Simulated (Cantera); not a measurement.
A diamond (100) surface in a fixed gas of H2 with x(CH4) = 0.0093, x(H) = 0.012, at 1025 K, 0.0660 bar; coverages are run to steady state.

Model: the Harris–Goodwin 1993 mechanism for the reconstructed diamond (100) surface, integrated in Cantera.

One state of this run: growth (µm/h) = 0.261; θ c6HH = 0.574; θ c6H* = 0.0207; θ c6*H = 0.393; θ c6** = 0.0116; θ c6HM = 0.000274. θ: site fractions in the mechanism's names (c6HH fully hydrogenated, c6H* and c6*H radical sites, c6** diradical, c6HM methylated).

Problem. Which value of x(CH3) does it belong to?
A. 1e-06
B. 0.00012
C. 4.6e-05
D. 6.8e-06

Solution. D, 6.8e-06
